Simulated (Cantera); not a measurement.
# Iron carbonyl, mercury and lead vapours: PbO + H2 + CO

Charge: 1 mol PbO, 30 mol H2, 0.049 mol CO, equilibrated at 750 Torr.

Equilibrium computed with Cantera from the NASA thermochemical tables; the gas is ideal and each condensed phase is pure. Candidate condensed phases: C, C6H6, C7H8, C8H18, H2O, Pb, PbO, PbO2, Pb3O4; 113 gas species. Equilibrium is a limit: real reactors are often held back by kinetics, nucleation or transport.

| T (°C) | log p H2 | log p H2O | log p Pb | log p CH4 | n Pb(l) |
|---|---|---|---|---|---|
| 575 | -0.02 | -1.46 | -6.52 | -2.79 | 1.000 |
| 650 | -0.02 | -1.46 | -5.60 | -2.83 | 1.000 |
| 725 | -0.02 | -1.47 | -4.81 | -3.09 | 1.000 |
| 800 | -0.02 | -1.48 | -4.14 | -3.66 | 0.998 |
| 875 | -0.02 | -1.48 | -3.55 | -4.32 | 0.992 |
| 950 | -0.02 | -1.48 | -3.04 | -4.94 | 0.973 |
| 1025 | -0.02 | -1.48 | -2.59 | -5.50 | 0.923 |
| 1100 | -0.02 | -1.48 | -2.19 | -6.00 | 0.806 |
| 1175 | -0.02 | -1.48 | -1.84 | -6.45 | 0.555 |
| 1250 | -0.03 | -1.49 | -1.51 | -6.88 | 0.0521 |
log p: log10 of the partial pressure in bar; n: condensed amount in mol.

From 575 °C to 1250 °C the condensed part is Pb(l). The main Pb-bearing gas is Pb throughout.
